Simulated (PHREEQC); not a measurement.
City or well water: speciation

Model water analysis in mg/kgw, 25 °C, pH 6.91, pe 0.3:

```
constituent          mg/kgw
------------------  -------
Na                     16.5
K                      14.1
Ca                     10.8
Mg                     1.43
Cl                     19.4
S(6) as SO4            1.45
Alkalinity as HCO3     72.4
N(-3) as NH4        0.00317
```

Cl is adjusted to close the charge balance.
Valence states are taken as typed.

All values are PHREEQC results (ion-association model, phreeqc.dat), not measurements.

Precipitation was switched off in this run.

Q: Predict the specific conductance.

A: specific conductance 186 µS/cm.

Q: In which forms is Mg present?

A: Mg+2 99 %, MgHCO3+ 1.1 % of the Mg.
